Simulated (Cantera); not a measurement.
A closed system holds: 1 mol Fe3O4, a varied amount of Cl2, 0.051 mol N2, equilibrated at 775 °C and 300 Torr.

Method: chemical equilibrium by Gibbs-energy minimisation in Cantera with the NASA 1993 tables (ideal gas, pure condensed phases). Candidate condensed phases: Fe, FeCl2, FeCl3, FeO, Fe2O3, Fe3O4; 19 gas species. Mutual solubility and eutectic melting of coexisting phases are not modelled. Equilibrium is a limit: real reactors are often held back by kinetics, nucleation or transport.

Task: Which condensed phases are stable at each of these points (n(Cl2) (mol)): 0.03, 0.11, 0.19, 0.27, 0.34, 0.42, 0.5, 0.58?

Result: 
```csv
n(Cl2) (mol),condensed phases,Fe condensed (%)
0.03,Fe2O3(s) + Fe3O4(s),99.2
0.11,FeCl2(l) + Fe2O3(s) + Fe3O4(s),99.2
0.19,FeCl2(l) + Fe2O3(s) + Fe3O4(s),99.2
0.27,FeCl2(l) + Fe2O3(s) + Fe3O4(s),99.2
0.34,FeCl2(l) + Fe2O3(s),99.2
0.42,FeCl2(l) + Fe2O3(s),93.0
0.5,Fe2O3(s),88.9
0.58,Fe2O3(s),88.9
```

At 0.03 mol Cl2 the condensed part is Fe2O3(s) + Fe3O4(s). From 0.11 mol Cl2 to 0.27 mol Cl2 the condensed part is FeCl2(l) + Fe2O3(s) + Fe3O4(s). From 0.34 mol Cl2 to 0.42 mol Cl2 the condensed part is FeCl2(l) + Fe2O3(s). From 0.5 mol Cl2 to 0.58 mol Cl2 the condensed part is Fe2O3(s).
